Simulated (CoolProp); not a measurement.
cis-2-butene along the isotherm 59.75 °C: density (kg/m³) from the reference equation and from simpler models built on Tc = 162.6 °C, pc = 4.236 MPa, ω = 0.202; each cubic takes its own stable root.

Values from CoolProp's reference Helmholtz-energy equation of state, Lemmon 2005. It is a short technical equation, of lower accuracy than the large ones.

| p (MPa) | phase | reference | van der Waals | Soave-Redlich-Kwong |
|---|---|---|---|---|
| 0.0067 | gas | 0.1360 | 0.1359 | 0.1360 |
| 0.0104 | gas | 0.2113 | 0.2111 | 0.2112 |
| 0.0162 | gas | 0.3295 | 0.3291 | 0.3294 |
| 0.0253 | gas | 0.5155 | 0.5146 | 0.5152 |
| 0.0394 | gas | 0.8051 | 0.8029 | 0.8045 |
| 0.0613 | gas | 1.258 | 1.253 | 1.257 |
| 0.0955 | gas | 1.974 | 1.961 | 1.971 |
| 0.149 | gas | 3.116 | 3.082 | 3.107 |
| 0.231 | gas | 4.920 | 4.834 | 4.896 |
| 0.36 | gas | 7.911 | 7.680 | 7.843 |
| 0.561 | gas | 13.03 | 12.36 | 12.82 |
| 0.874 | liquid | 572.2 | 20.39 | 522.1 |
| 1.36 | liquid | 573.3 | 352.5 | 523.9 |
| 2.12 | liquid | 575.1 | 356.8 | 526.7 |

At some of these states van der Waals gives the other phase, because its saturation line lies elsewhere.
